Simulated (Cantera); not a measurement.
Input: 1 mol Si, 4.1 mol HCl, 1.6 mol H₂, at 1002 °C and 263 Torr.

Cantera equilibrium calculation (NASA polynomials, part measured and part estimated; ideal gas, pure solids and liquids). Candidate condensed phases: Si; 19 gas species. The tables' values for SiCl₃ are old estimates; treat these amounts as uncertain. Kinetics and transport are ignored.

Base state: H₂ 0.682, SiCl₄ 0.136, HCl 0.111, SiHCl₃ 0.0338, SiCl₃ 0.0190, SiCl₂ 0.0174, SiH₂Cl₂ 0.00117, SiH₃Cl 1.12e-5 (mole fractions); condensed: gas only.

**Question.** What changes in the equilibrium state with this change: temperature from 1002 °C to 450 °C?

**Answer.** 
```csv
species,before,after
H₂,0.682,0.764
SiCl₄,0.136,0.211
HCl,0.111,0.0233
SiCl₂,0.0174,<1e-9
SiCl₃,0.0190,4.94e-7
SiHCl₃,0.0338,0.00206
SiH₃Cl,1.12e-5,<1e-9
SiH₂Cl₂,0.00117,1.40e-6
```

**Question.** What changes in the equilibrium state with this change: temperature from 1002 °C to 352 °C?

**Answer.** 
| species | before | after |
|---|---|---|
| H₂ | 0.682 | 0.766 |
| SiCl₄ | 0.136 | 0.212 |
| HCl | 0.111 | 0.0216 |
| SiCl₂ | 0.0174 | <1e-9 |
| SiCl₃ | 0.0190 | 5.27e-9 |
| SiHCl₃ | 0.0338 | 0.000363 |
| SiH₂Cl₂ | 0.00117 | 3.36e-8 |
| SiH₃Cl | 1.12e-5 | <1e-9 |

**Question.** What changes in the equilibrium state with this change: pressure from 263 Torr to 0.0570 Torr?

**Answer.** 
```json
[
 {"species": "H₂", "before": "0.682", "after": "0.470"},
 {"species": "HCl", "before": "0.111", "after": "0.353"},
 {"species": "SiCl₂", "before": "0.0174", "after": "0.163"},
 {"species": "SiHCl₃", "before": "0.0338", "after": "0.000220"},
 {"species": "SiCl₄", "before": "0.136", "after": "0.00409"},
 {"species": "SiCl₃", "before": "0.0190", "after": "0.0101"},
 {"species": "SiH₃Cl", "before": "1.12e-5", "after": "3.39e-9"},
 {"species": "SiH₂Cl₂", "before": "0.00117", "after": "1.63e-6"},
 {"species": "Cl", "before": "1.42e-7", "after": "3.70e-5"},
 {"species": "H", "before": "1.03e-6", "after": "5.79e-5"}
]
```
